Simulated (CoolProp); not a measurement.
Values from CoolProp's reference Helmholtz-energy equation of state, Lemmon 2006. It is a short technical equation, of lower accuracy than the large ones.

For nitrous oxide, give the phase and the density (kg/m³), isothermal compressibility (1/MPa) at 438.9 K and 7.76 MPa.


- 438.9 K and 7.76 MPa: supercritical; density 105, isothermal compressibility 0.144
